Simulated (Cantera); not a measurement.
Charge: 1 mol SiCl4, 9 mol O3, 160 mol N2, held at 850 °C and 13.0 Pa.

Cantera equilibrium calculation (NASA polynomials, part measured and part estimated; ideal gas, pure solids and liquids). Candidate condensed phases: Si, SiO2, Si2N2O, Si3N4; 23 gas species. Rates play no part.

Base state: N2 0.911, O2 0.0711, Cl 0.0126, Cl2 0.00510, NO 6.54e-5 (mole fractions); condensed: SiO2(β-quartz).

Task: What changes in the equilibrium state with this change: SiCl4 replaced by SiH2Cl2?

Result: 
| species | before | after |
|---|---|---|
| N2 | 0.911 | 0.917 |
| O2 | 0.0711 | 0.0712 |
| HCl | 0 | 0.00995 |
| Cl | 0.0126 | 0.00139 |
| H2O | 0 | 0.000754 |
| Cl2 | 0.00510 | 6.19e-5 |
| NO | 6.54e-5 | 6.56e-5 |
| SiO2(β-quartz), mol | 1.00 | 1.00 |
Further candidate phases: H2O, NH4Cl.
